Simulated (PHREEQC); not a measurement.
A solution holds 0.044 mol TMAH and 3.9e-05 mol K2CO3 per kg of water, at 46 °C. Closed to the air; pH follows from the charge balance.

Model: ion-association model, wateq4f.dat, run in PHREEQC.

| quantity | before | after |
|---|---|---|
| pH | 11.93 | 13.29 |
| HCO3- (mol/kgw) | 3.99e-7 | 4.22e-8 |

Task: What was changed between the two runs?
A. 0.0014 mol/kgw CsCl added
B. 0.012 mol/kgw NaCl added
C. TMAH from 0.044 to 0.088 mol/kgw
D. TMAH from 0.044 to 0.022 mol/kgw
E. temperature from 46 to 5 °C

Result: E, temperature from 46 to 5 °C

Precipitation was switched off in this run. (CH3)4N+ isn't in the database: it is added as a free cation with an ion size of 4 Å. At this temperature some constants are extrapolated from 25 °C, and those without enthalpy data are left unchanged.
